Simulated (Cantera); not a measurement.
Cantera run, input and output.

```python
import numpy as np
import cantera as ct

gas = ct.Solution("gri30.yaml")


def delay(T, t_max=10):
    gas.TPX = T, 890000, {'CH4': 1, 'CO': 0.17, 'O2': 1.23, 'N2': 4.61}
    reactor = ct.IdealGasReactor(gas, clone=False)
    net = ct.ReactorNet([reactor])
    net.rtol, net.atol = 1e-8, 1e-16
    while net.time < t_max:
        t_old, T_old = net.time, reactor.T
        net.step()
        if reactor.T > T + 400:  # ignition: a rise of 400 K
            return t_old + (T + 400 - T_old) / (reactor.T - T_old) * (net.time - t_old)
    return np.nan


taus = []
for T in [1223, 1323, 1423, 1523, 1623, 1723, 1823]:
    taus.append(delay(T))
    print(f"T0 = {T:6g} K   tau = {taus[-1]:.4e} s")
```

Result:

```
T0 =   1223 K   tau = 6.4735e-03 s
T0 =   1323 K   tau = 1.8467e-03 s
T0 =   1423 K   tau = 5.9131e-04 s
T0 =   1523 K   tau = 2.0751e-04 s
T0 =   1623 K   tau = 7.9392e-05 s
T0 =   1723 K   tau = 3.3369e-05 s
T0 =   1823 K   tau = 1.5533e-05 s
```

Detailed kinetics in Cantera: GRI-Mech 3.0 (53 species, 325 reactions).
